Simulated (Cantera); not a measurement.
Feed: 1 mol c-C4F8, 0.35 mol CH4, 0.12 mol H2, held at 3048 K and 0.00140 bar.

Equilibrium computed with Cantera from the NASA thermochemical tables; the gas is ideal and each condensed phase is pure. Candidate condensed phases: C, C6H6, C7H8, C8H18; 95 gas species. The feed counts by its element totals alone. Rates play no part.

### Question
What is the equilibrium state?

### Answer
| Property | Result |
|---|---|
| x(F) | 0.622 |
| x(HF) | 0.132 |
| x(C3) | 0.104 |
| x(CF) | 0.0520 |
| x(C) | 0.0372 |
| x(H) | 0.0340 |
| x(C2) | 0.0162 |
| x(CF2) | 0.00170 |
| x(C5) | 0.000938 |
| gas amount | 9.884 mol |
| log10 activity of C(graphite) (absent) | -0.18 |
